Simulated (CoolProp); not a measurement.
Aqueous ammonia as a coolant, at 25 °C, 1 atm.

Model: Melinder's fits for secondary coolants, in CoolProp.

```tsv
mass %	freezing point (°C)	cp (kJ/(kg K))	density (kg/m³)	Prandtl number	conductivity (W/(m K))
3.7	-4.4	4.183	980.9	6.98	(withheld)
5.3	-6.5	4.186	974.2	7.19	0.568
7	-8.9	4.189	967.4	7.39	0.557
8.6	(withheld)	4.191	961.1	7.59	0.547
10.2	-13.9	4.192	955.0	7.81	(withheld)
11.9	(withheld)	4.194	948.7	8.09	0.528
13.5	-20.1	4.196	942.9	8.39	0.520
15.2	-23.7	4.198	936.8	8.73	0.510
16.8	-27.5	4.201	931.2	9.05	0.502
18.5	-32.0	(withheld)	925.4	9.36	0.494
20.1	-36.8	4.207	920.0	9.62	0.487
21.7	-42.1	4.211	914.6	9.81	0.481
```

Task: Some entries are withheld; supply them.

Result: 
- 3.7, conductivity (W/(m K)): 0.578
- 8.6, freezing point (°C): -11.3
- 10.2, conductivity (W/(m K)): 0.538
- 11.9, freezing point (°C): -17.0
- 18.5, cp (kJ/(kg K)): 4.204
